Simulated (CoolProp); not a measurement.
Vapour-liquid equilibrium of cyclohexane (1) + toluene (2) at 324.5 K; x and y are mole fractions of (1).

Computed with CoolProp (multi-fluid Helmholtz-energy mixture model, Zhou 2014 and Lemmon 2006; pair parameters Bell 2016).

| x | bubble pressure, mixture model (kPa) | bubble pressure, Raoult's law (kPa) | y, mixture model | y, Raoult's law |
|---|---|---|---|---|
| 0.05 | 14.92 | 14.27 | 0.170 | 0.134 |
| 0.15 | 18.42 | 16.78 | 0.393 | 0.341 |
| 0.25 | 21.53 | 19.29 | 0.535 | 0.494 |
| 0.35 | 24.31 | 21.80 | 0.636 | 0.612 |
| 0.45 | 26.81 | 24.31 | 0.712 | 0.706 |
| 0.55 | 29.11 | 26.83 | 0.775 | 0.782 |
| 0.65 | 31.25 | 29.34 | 0.829 | 0.845 |
| 0.75 | 33.28 | 31.85 | 0.879 | 0.898 |
| 0.85 | 35.24 | 34.36 | 0.927 | 0.943 |
| 0.95 | 37.17 | 36.87 | 0.975 | 0.982 |

The largest gap from Raoult's law is +11.6 % in bubble pressure, at x = 0.25. No azeotrope shows between x = 0.05 and 0.95.

The pair parameters rest on a limited set of measurements; away from them the model extrapolates.
